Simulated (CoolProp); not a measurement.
A closed Brayton cycle with carbon dioxide: compressor inlet 313.15 K and 9.5 MPa, high pressure 27.2 MPa, turbine inlet 785 K, compressor efficiency 0.8, turbine efficiency 0.85, recuperator effectiveness 0.95 (on enthalpy, no pinch check). Each further row changes one setting.

Computed with CoolProp (reference Helmholtz-energy equation of state, Span 1996).

```
case                           thermal efficiency (%)  net work (kJ/kg)  compressor to turbine work  compressor exit (K)  turbine exit (K)
-----------------------------  ----------------------  ----------------  --------------------------  -------------------  ----------------
as stated                                        34.0              89.4                        0.27                353.7             668.6
turbine inlet 735 K                                 ?                 ?                        0.29                353.7                 ?
compressor inlet 323.15 K                        31.6                 ?                        0.40                    ?             668.6
high pressure 23.1 MPa                           32.8                 ?                           ?                346.6                 ?
recuperator effectiveness 0.5                    20.6              89.4                        0.27                353.7             668.6
```

Task: Some entries are withheld; supply them.

Result: 
- turbine inlet 735 K, thermal efficiency (%): 31.9
- turbine inlet 735 K, net work (kJ/kg): 80.1
- turbine inlet 735 K, turbine exit (K): 622.6
- compressor inlet 323.15 K, net work (kJ/kg): 73.2
- compressor inlet 323.15 K, compressor exit (K): 398.1
- high pressure 23.1 MPa, net work (kJ/kg): 78.9
- high pressure 23.1 MPa, compressor to turbine work: 0.25
- high pressure 23.1 MPa, turbine exit (K): 686.3
